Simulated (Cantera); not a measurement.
A closed system holds: 1 mol Si, 1.7 mol HBr, 0.95 mol N2, held at 10.0 mbar.

These are equilibrium values from Cantera (NASA tables, ideal gas, pure condensed phases), not measurements of a reactor. Candidate condensed phases: Br2, Si, Si3N4; 28 gas species. N2 is the only nitrogen source here; it is nearly inert below about 1500 K, so the nitride shown seldom forms there in practice. The tables' values for SiBr3, SiBr are old estimates; treat these amounts as uncertain. Kinetics and transport are ignored.

log p: log10 of the partial pressure in bar; n: condensed amount in mol.

| T (K) | log p HBr | log p N2 | log p H2 | log p SiBr2 | log p SiBr4 | log p Br | log p SiBr3 | n Si3N4(s) |
|---|---|---|---|---|---|---|---|---|
| 798 | -2.25 | -2.70 | -2.80 | -10.64 | -3.10 | -8.27 | -8.49 | 0.282 |
| 873 | -2.25 | -2.70 | -2.81 | -9.09 | -3.11 | -7.41 | -7.54 | 0.283 |
| 948 | -2.24 | -2.70 | -2.82 | -7.79 | -3.12 | -6.68 | -6.74 | 0.284 |
| 1023 | -2.24 | -2.71 | -2.82 | -6.69 | -3.13 | -6.06 | -6.06 | 0.285 |
| 1098 | -2.24 | -2.71 | -2.83 | -5.74 | -3.13 | -5.53 | -5.48 | 0.285 |
| 1173 | -2.23 | -2.71 | -2.83 | -4.91 | -3.14 | -5.06 | -4.98 | 0.285 |
| 1248 | -2.24 | -2.71 | -2.84 | [?] | -3.17 | [?] | -4.55 | 0.284 |
| 1323 | -2.25 | -2.70 | -2.83 | -3.60 | -3.26 | -4.30 | -4.22 | 0.276 |
| 1398 | -2.29 | -2.67 | -2.81 | [?] | [?] | [?] | -4.04 | 0.256 |
| 1473 | -2.37 | -2.64 | -2.76 | -2.88 | -3.94 | -3.84 | -4.07 | 0.223 |
| 1548 | -2.48 | -2.60 | -2.69 | -2.74 | -4.56 | -3.72 | -4.25 | 0.189 |
| 1623 | -2.60 | -2.57 | -2.63 | -2.66 | -5.21 | -3.63 | -4.49 | 0.159 |

**Question.** Complete the blanks.

**Answer.** 
- 1248, log p SiBr2: -4.20
- 1248, log p Br: -4.65
- 1398, log p SiBr2: -3.15
- 1398, log p SiBr4: -3.49
- 1398, log p Br: -4.03
